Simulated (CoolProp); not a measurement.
Vapour-liquid equilibrium of ethylbenzene (1) + o-xylene (2) at 373.9 K; x and y are mole fractions of (1).

Computed with CoolProp (multi-fluid Helmholtz-energy mixture model, Zhou 2012 and Zhou 2012; pair parameters Bell 2016).

```csv
x,bubble pressure (MPa),y at the bubble point,dew pressure at overall composition x (MPa),liquid density (mol/L)
0.05,0.02759,0.064,0.02751,7.623
0.2,0.02887,0.247,0.02853,7.597
0.35,0.03018,0.415,0.02966,7.572
0.5,0.03147,0.567,0.03090,7.548
0.65,0.03269,0.705,0.03221,7.526
0.8,0.03382,0.834,0.03353,7.506
0.95,0.03484,0.959,0.03477,7.488
```

No azeotrope shows between x = 0.05 and 0.95.

Pair parameters are fitted to limited data, so mixtures are less certain than the pure fluids.
